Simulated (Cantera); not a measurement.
Feed: 1 mol MgO, 0.29 mol N2, held at 1452 °C and 0.100 bar.

Cantera equilibrium calculation (NASA polynomials, part measured and part estimated; ideal gas, pure solids and liquids). Candidate condensed phases: Mg, MgO; 13 gas species. Kinetics and transport are ignored.

Base state: N2 1.000 (mole fractions); condensed: MgO(s).

### Question
What changes in the equilibrium state with this change: MgO replaced by AlN?

### Answer
```json
[
 {"species": "N2", "before": "1.000", "after": "1.000"},
 {"species": "MgO(s), mol", "before": "1.00", "after": "0"},
 {"species": "AlN(s), mol", "before": "0", "after": "1.00"}
]
```
Further candidate phases: Al, AlN.
